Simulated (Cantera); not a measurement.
Cantera with NASA thermochemical tables; ideal gases at 1 bar, condensed phases pure. Values are per mole of reaction as written; species without (g) are pure solids or liquids, kept so even where they would boil at 1 bar.

**Question.** Between 650 and 1325 K, where is each reaction favourable under standard conditions?
- 2 N2O(g) + Cu(OH)2 = H2(g) + 4 NO(g) + Cu

**Answer.** 
- 2 N2O(g) + Cu(OH)2 = H2(g) + 4 NO(g) + Cu: ΔG° is 356 kJ at 650 K and 62 kJ at 1325 K; it stays positive (K < 1). ΔH° is 624 kJ and ΔS° 424 J/K at 1325 K.
